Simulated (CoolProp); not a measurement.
Vapour pressure (MPa) of R142b: the reference equation beside estimates from Tc = 410.3 K, pc = 4.055 MPa, ω = 0.232.

The numbers come from the reference Helmholtz-energy equation of state, Lemmon 2006 in CoolProp. It is a short technical equation, of lower accuracy than the large ones.

| T (K) | reference | Lee-Kesler | Soave-Redlich-Kwong |
|---|---|---|---|
| 317.6 | 0.5899 | 0.5928 | 0.5943 |
| 324.5 | 0.7065 | 0.7101 | 0.7130 |
| 331.5 | 0.8415 | 0.8457 | 0.8506 |
| 338.4 | 0.9923 | 0.9971 | 1.005 |
| 345.4 | 1.165 | 1.170 | 1.181 |
| 352.3 | 1.356 | 1.361 | 1.376 |
| 359.3 | 1.572 | 1.578 | … |
| 366.2 | 1.809 | 1.815 | 1.839 |
| 373.1 | 2.072 | … | 2.106 |
| 380.1 | 2.368 | 2.375 | 2.406 |
| 387 | 2.690 | … | 2.730 |
| 394 | 3.050 | 3.060 | 3.089 |
| 400.9 | 3.444 | 3.454 | 3.476 |

Task: What belongs in the gaps?

Result: 
- 359.3, Soave-Redlich-Kwong: 1.597
- 373.1, Lee-Kesler: 2.079
- 387, Lee-Kesler: 2.698

Absolute difference from the reference over all 13 rows, mean and median: Lee-Kesler 0.4 and 0.4 %, Soave-Redlich-Kwong 1.3 and 1.4 %.
